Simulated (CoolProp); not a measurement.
Saturation properties of CF4 (R14) (Tc = 227.4 K, pc = 3.762 MPa, ω = 0.178).

Model: reference Helmholtz-energy equation of state, Platzer 1990, in CoolProp. This equation is an older, rougher fit; its heat capacities, sound speeds and derivatives of the liquid may be far off and weren't checked against measurements.

| T (K) | p (MPa) | enthalpy of vaporisation (kJ/kg) | surface tension (mN/m) | liquid viscosity (µPa s) |
|---|---|---|---|---|
| 126 | 0.02090 | 143.9 | 15.6 | 347 |
| 128 | 0.02529 | 142.9 | 15.2 | 332 |
| 130.1 | 0.03067 | 142.0 | 14.8 | 316 |
| 132.1 | 0.03661 | 141.0 | 14.4 | 303 |
| 134.1 | 0.04345 | 140.0 | 14.0 | 290 |
| 136.1 | 0.05127 | 139.1 | 13.7 | 278 |
| 138.2 | 0.06064 | 138.0 | 13.3 | 267 |
| 140.2 | 0.07078 | 137.0 | 12.9 | 256 |
| 142.2 | 0.08221 | 136.0 | 12.5 | 247 |
| 144.3 | 0.09571 | 134.9 | 12.2 | 237 |
| 146.3 | 0.1101 | 133.8 | 11.8 | 228 |
| 148.3 | 0.1262 | 132.7 | 11.4 | 220 |
| 150.3 | 0.1440 | 131.5 | 11.1 | 213 |
| 152.4 | 0.1647 | 130.3 | 10.7 | 205 |
| 154.4 | 0.1865 | 129.1 | 10.4 | 198 |

It boils at 145.1 K under 1 atm.

Viscosity comes from a separate model (Huber 2003), an estimate that may be off by 10 % or more. Surface tension comes from a separate correlation (Mulero 2012).
